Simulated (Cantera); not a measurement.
A Cantera script and what it prints.

```python
import numpy as np
import cantera as ct

gas_names = """
    Electron AL AL+ AL- ALC ALN AL2 C C+ C- CN CN+ CN- C2 C2+ C2- CCN CNC C2N2 C3 C4 C4N2 C5 N N+ N- N2
    N2+ N2-
""".split()
cond_names = """
    AL(cr) AL(L) ALN(s) C(gr)
""".split()


# ... load() reads the species with a 1 bar reference pressure and builds the phases ...
atoms = {
    'AlN': {'AL': 1, 'N': 1},
    'C': {'C': 1},
    'N2': {'N': 2},
}
top_T = {'ALN(s)': 2750, 'C(gr)': 4500}  # K; cautious upper limits of use, not melting points


# ... equilibrate(T, P, feed) seeds the gas with the atoms and calls Mixture.equilibrate('TP', solver="vcs", rtol=1e-11, max_steps=5000) ...
results = []
feed = {'AlN': 1, 'C': 0.015, 'N2': 3.4}  # mol
P = 133.322  # Pa
for T in [2500, 2750, 3000, 3250, 3500, 3750, 4000, 4250, 4500, 4750, 5000]:
    mix = equilibrate(T, P, feed)
    results.append((T, P, feed, dict(zip(mix.species_names, mix.species_moles))))
    x = sorted(zip(gas.X, gas.species_names), reverse=True)
    print(f"T = {T:g} K  P = {P:g} Pa  gas = {mix.phase_moles(0):.4g} mol")
    print("   x: " + "  ".join(f"{s} {v:.3e}" for v, s in x if v > 1e-05))
    print("   condensed (mol): " + ("  ".join(f"{mix.phase(i).name} {mix.phase_moles(i):.4g}"
          for i in range(1, mix.n_phases) if mix.phase_moles(i) > 1e-12) or "none"))
```

It prints:

```
T = 2500 K  P = 133.322 Pa  gas = 4.907 mol
   x: N2 7.936e-01  AL 2.037e-01  CN 2.119e-03  C3 2.232e-04  C 1.052e-04  AL+ 7.916e-05  Electron 5.978e-05  C2N2 4.378e-05  C2 2.440e-05  CN- 1.933e-05
   condensed (mol): none
T = 2750 K  P = 133.322 Pa  gas = 4.91 mol
   x: N2 7.931e-01  AL 2.034e-01  CN 2.437e-03  C 4.165e-04  AL+ 2.811e-04  Electron 2.657e-04  N 5.858e-05  C3 4.025e-05  C2 2.646e-05  CN- 1.539e-05
   condensed (mol): none
T = 3000 K  P = 133.322 Pa  gas = 4.915 mol
   x: N2 7.923e-01  AL 2.026e-01  CN 2.028e-03  C 9.704e-04  AL+ 8.740e-04  Electron 8.653e-04  N 3.395e-04  C2 1.549e-05
   condensed (mol): none
T = 3250 K  P = 133.322 Pa  gas = 4.927 mol
   x: N2 7.902e-01  AL 2.006e-01  AL+ 2.330e-03  Electron 2.325e-03  C 1.614e-03  N 1.503e-03  CN 1.412e-03
   condensed (mol): none
T = 3500 K  P = 133.322 Pa  gas = 4.953 mol
   x: N2 7.843e-01  AL 1.965e-01  AL+ 5.415e-03  Electron 5.413e-03  N 5.373e-03  C 2.136e-03  CN 8.854e-04
   condensed (mol): none
T = 3750 K  P = 133.322 Pa  gas = 5.01 mol
   x: N2 7.701e-01  AL 1.884e-01  N 1.614e-02  AL+ 1.119e-02  Electron 1.119e-02  C 2.460e-03  CN 5.313e-04
   condensed (mol): none
T = 4000 K  P = 133.322 Pa  gas = 5.128 mol
   x: N2 7.395e-01  AL 1.742e-01  N 4.180e-02  AL+ 2.079e-02  Electron 2.079e-02  C 2.609e-03  CN 3.152e-04
   condensed (mol): none
T = 4250 K  P = 133.322 Pa  gas = 5.355 mol
   x: N2 6.809e-01  AL 1.519e-01  N 9.468e-02  AL+ 3.486e-02  Electron 3.486e-02  C 2.616e-03  CN 1.853e-04
   condensed (mol): none
T = 4500 K  P = 133.322 Pa  gas = 5.76 mol
   x: N2 5.830e-01  N 1.882e-01  AL 1.210e-01  AL+ 5.259e-02  Electron 5.259e-02  C 2.498e-03  CN 1.058e-04
   condensed (mol): none
T = 4750 K  P = 133.322 Pa  gas = 6.416 mol
   x: N2 4.447e-01  N 3.263e-01  AL 8.510e-02  AL+ 7.077e-02  Electron 7.077e-02  C 2.281e-03  CN 5.719e-05
   condensed (mol): none
T = 5000 K  P = 133.322 Pa  gas = 7.322 mol
   x: N 4.879e-01  N2 2.887e-01  AL+ 8.479e-02  Electron 8.479e-02  AL 5.179e-02  C 2.020e-03  CN 2.879e-05
   condensed (mol): none
```

These are equilibrium values from Cantera (NASA tables, ideal gas, pure condensed phases), not measurements of a reactor.
